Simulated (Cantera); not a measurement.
Input: 1 mol Fe₃O₄, 2.5 mol CO, 0.62 mol N₂, held at 2075 K.

These are equilibrium values from Cantera (NASA tables, ideal gas, pure condensed phases), not measurements of a reactor. Candidate condensed phases: C, Fe, Fe(CO)₅, FeO, Fe₂O₃, Fe₃O₄; 27 gas species. The tables' stoichiometric FeO is somewhat more stable than real wüstite, so its field is too wide. FeO: taken at fixed stoichiometry. Equilibrium is a limit: real reactors are often held back by kinetics, nucleation or transport.

Which condensed phases are stable at each of these points (P (Pa)): 10, 36, 130, 460, 1700, 6000, 22000, 77000, 280000, 1000000?


| P (Pa) | condensed phases | Fe condensed (%) |
|---|---|---|
| 10 | gas only | 0.0 |
| 36 | FeO(l) | 73.4 |
| 130 | FeO(l) | 91.6 |
| 460 | FeO(l) | 97.3 |
| 1700 | FeO(l) | 99.2 |
| 6000 | FeO(l) | 99.8 |
| 22000 | FeO(l) | 99.9 |
| 77000 | FeO(l) | 100.0 |
| 280000 | FeO(l) | 100.0 |
| 1000000 | FeO(l) | 100.0 |

At 10.0 Pa nothing is condensed. From 36.0 Pa to 10.0 bar the condensed part is FeO(l).
